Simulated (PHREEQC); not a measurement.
Solution (30 °C): 1.4 mmol/kgw Cu(NO3)2, 0.034 mmol/kgw HBF4 and 0.12 mmol/kgw KCl. Closed to the air; pH follows from the charge balance.

Computed with PHREEQC (ion-association model, phreeqc.dat).

This is a speciation only: nothing precipitates in the calculation.

Task: What pH, specific conductance does the model give?

Result: pH 3.96; specific conductance 436 µS/cm.

Task: In which forms is F present?

Result: F- 84 %, HF 14 %, CuF+ 1.7 % of the F.

Real BF4- forms and hydrolyses slowly; the run takes it at equilibrium.
